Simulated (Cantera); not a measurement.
**Catalytic combustion on Pt**

An isothermal plug-flow reactor at 450 K and 2.47 atm (inlet), inlet velocity 3 m/s, active area per volume 160 1/m; feed H2 : O2 : N2 = 0.023 : 0.19 : 0.79 (molar parts).

Detailed kinetics in Cantera: Deutschmann's 1995 Pt surface mechanism with GRI-Mech 3.0 gas chemistry. Catalytic surfaces can have several steady states; this one follows from the mechanism file's or the stated starting coverage. Mass transfer to the wall is taken as infinitely fast.

```
z (m)       x H2   x O2    x H2O  θ free Pt   θ O*   θ OH*
-------  -------  -----  -------  ---------  -----  ------
0.00035   0.0213  0.189  0.00169      0.154  0.710   0.135
0.00067   0.0199  0.188  0.00303      0.145  0.717   0.137
0.0013    0.0177  0.187  0.00526      0.130  0.730   0.138
0.0025    0.0146  0.186  0.00840      0.108  0.753   0.138
0.0048    0.0109  0.185   0.0121     0.0810  0.785   0.132
0.0093   0.00728  0.183   0.0158     0.0544  0.825   0.119
0.018    0.00440  0.182   0.0187     0.0331  0.866  0.0997
0.035    0.00248  0.181   0.0207     0.0187  0.902  0.0788
```
x: gas mole fraction; θ: surface coverage.
